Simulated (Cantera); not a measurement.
Input: 1 mol MgO, 1.5 mol CH4, 0.12 mol CO, at 0.650 bar.

Equilibrium computed with Cantera from the NASA thermochemical tables; the gas is ideal and each condensed phase is pure. Candidate condensed phases: C, C6H6, C7H8, C8H18, H2O, Mg, MgCO3, MgO, Mg(OH)2; 116 gas species. Rates play no part.

### Question
What share of the Mg ends up in condensed phases as a function of T (°C), at 1402, 1502, 1602, 1702, 1802, 1902, 2002, 2102?

### Answer
```tsv
T (°C)	Mg condensed (%)	as
1402	98.2	MgO(s)
1502	86.6	MgO(s)
1602	32.4	MgO(s)
1702	0.0	-
1802	0.0	-
1902	0.0	-
2002	0.0	-
2102	0.0	-
```
